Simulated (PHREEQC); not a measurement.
Make-up at 25 °C: 0.25 mol/kgw CuSO4, 0.0016 mol/kgw H2SO4 and 0.036 mol/kgw H3BO3. Closed to the air; pH follows from the charge balance.

The numbers come from PHREEQC with the ion-association model, phreeqc.dat.

| quantity | before | after |
|---|---|---|
| pH | 3.15 | 3.79 |
| ionic strength (mol/kgw) | 0.467 | 0.0621 |
| SO4-2 (mol/kgw) | 0.116 | 0.0155 |
| HSO4- (mol/kgw) | 0.00229 | 0.000130 |

Problem. Which change was made?
A) temperature from 25 to 55 °C
B) diluted 10-fold with water
C) H3BO3 left out
D) CuSO4 replaced by Na2SO4 at the same molality
E) diluted 5-fold with water

Solution. B, diluted 10-fold with water

Precipitation was switched off in this run.
